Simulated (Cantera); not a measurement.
# Gas activation for diamond growth

An isothermal, constant-pressure homogeneous reactor starts with CH₄ : H₂ : CO₂ = 0.012 : 1 : 0.0029 (molar parts), at 2273 K and 100.0 Torr.

Detailed kinetics in Cantera: GRI-Mech 3.0 (53 species, 325 reactions). GRI-Mech 3.0 stops at C3 and has no aromatics, soot or wall deposition, so with more carbon than oxygen in the feed, carbon stays in small species such as C2H2 where larger ones or solid carbon would form.

```csv
t (s),x CH₄,x H₂,x CO₂,x CH₂,x O₂,x C₂H₂
3.00e-5,0.0116,0.985,0.00284,2.02e-7,<1e-12,3.20e-8
7.44e-5,0.0114,0.983,0.00278,1.15e-6,<1e-12,1.12e-6
0.000185,0.0107,0.980,0.00243,5.97e-6,<1e-12,3.11e-5
0.000458,0.00903,0.974,0.00114,2.18e-5,1.46e-11,0.000456
0.00114,0.00515,0.970,4.23e-5,3.01e-5,7.82e-11,0.00244
0.00282,0.00181,0.969,1.46e-6,1.66e-5,1.06e-10,0.00448
0.00698,0.000574,0.968,1.43e-6,6.87e-6,1.10e-10,0.00517
0.0173,0.000267,0.967,1.31e-6,3.73e-6,8.03e-11,0.00513
0.0430,0.000181,0.967,9.18e-7,2.71e-6,2.85e-11,0.00479
0.107,0.000101,0.967,3.07e-7,1.55e-6,2.37e-12,0.00445
0.264,4.06e-5,0.967,1.81e-8,6.29e-7,<1e-12,0.00434
0.655,3.05e-5,0.967,4.73e-11,4.74e-7,<1e-12,0.00434
1.63,3.05e-5,0.967,3.06e-11,4.73e-7,<1e-12,0.00434
4.03,3.05e-5,0.967,3.06e-11,4.73e-7,<1e-12,0.00434
10.0,3.05e-5,0.967,3.06e-11,4.73e-7,<1e-12,0.00434
```
x: mole fraction; the columns are a selection and need not sum to one.

Equilibrium at this temperature and pressure: CH₄ 3.06e-5, H₂ 0.967, CO₂ 3.08e-11, CH₂ 4.75e-7, O₂ <1e-12, C₂H₂ 0.00434 (gas phase only).
